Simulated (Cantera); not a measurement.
An isothermal, constant-pressure homogeneous reactor starts with H2 : O2 : N2 = 0.067 : 1 : 0.22 (molar parts), at 1050 K and 1200 Pa.

Model: the H2/O2 subset of GRI-Mech 3.0, which has no nitrogen chemistry, integrated in Cantera. Radical loss at walls, strong at low pressure, is not modelled. The temperature is held fixed by assumption; the heat of reaction is taken as removed at once.

x: mole fraction; the columns are a selection and need not sum to one.

```csv
t (s),x H2,x O2,x OH,x O,x H,x H2O
0.000200,0.0521,0.777,9.53e-11,1.37e-10,2.01e-10,7.95e-11
0.000763,0.0521,0.777,1.27e-9,2.41e-9,1.81e-9,3.25e-9
0.00291,0.0521,0.777,…,…,…,…
0.0111,0.00124,0.747,0.00206,0.0222,0.0103,0.0449
0.0424,0.000379,0.763,0.00112,0.00809,0.00200,0.0512
0.162,4.21e-5,0.770,0.000366,0.000912,7.26e-5,0.0532
0.618,3.02e-6,0.771,0.000101,6.92e-5,1.52e-6,0.0534
2.36,2.93e-7,0.771,3.26e-5,7.14e-6,5.05e-8,0.0534
9.00,…,0.771,…,…,…,0.0534
```

Complete the blanks.


- 0.00291, x OH: 1.53e-6
- 0.00291, x O: 3.01e-6
- 0.00291, x H: 2.08e-6
- 0.00291, x H2O: 5.13e-6
- 9.00, x H2: 4.27e-8
- 9.00, x OH: 1.27e-5
- 9.00, x O: 1.09e-6
- 9.00, x H: 3.01e-9
